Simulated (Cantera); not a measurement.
A perfectly stirred reactor is fed with N2O : H2 : N2 = 0.71 : 0.025 : 8.5 (molar parts), at 100.0 Torr; it is held at 1500 K, and followed from long to short residence time.

Computed with Cantera and GRI-Mech 3.0 (53 species, 325 reactions). GRI-Mech 3.0 was tuned for natural gas; its chemistry of N2O as a main component is partial and can be far from experiment.

x: mole fraction; the columns are a selection and need not sum to one.

```csv
τ (s),x N2O,x H2,x HO2,x NO,x H2O,x N2,x O2
2.9,0.00353,4.10e-6,3.16e-8,0.0107,0.00258,0.954,0.0287
1.5,?,?,?,0.0109,0.00258,0.953,0.0273
0.74,0.0113,1.07e-5,6.83e-8,0.0106,0.00258,0.950,0.0250
0.38,0.0189,1.85e-5,1.12e-7,0.00965,0.00258,0.947,0.0218
0.19,0.0298,3.35e-5,2.00e-7,0.00799,0.00258,0.942,0.0173
0.097,0.0421,6.04e-5,3.59e-7,0.00591,0.00256,0.937,0.0125
0.049,?,?,?,?,0.00253,0.932,?
0.025,0.0621,0.000193,1.04e-6,0.00227,0.00245,0.928,0.00471
0.013,0.0676,0.000327,1.49e-6,0.00128,0.00232,0.926,0.00263
0.0064,0.0712,0.000562,1.88e-6,0.000674,0.00208,0.924,0.00131
```

Q: Some entries are withheld; supply them.

A: 
- 1.5, x N2O: 0.00623
- 1.5, x H2: 6.35e-6
- 1.5, x HO2: 4.38e-8
- 0.049, x N2O: 0.0536
- 0.049, x H2: 0.000109
- 0.049, x HO2: 6.38e-7
- 0.049, x NO: 0.00384
- 0.049, x O2: 0.00801
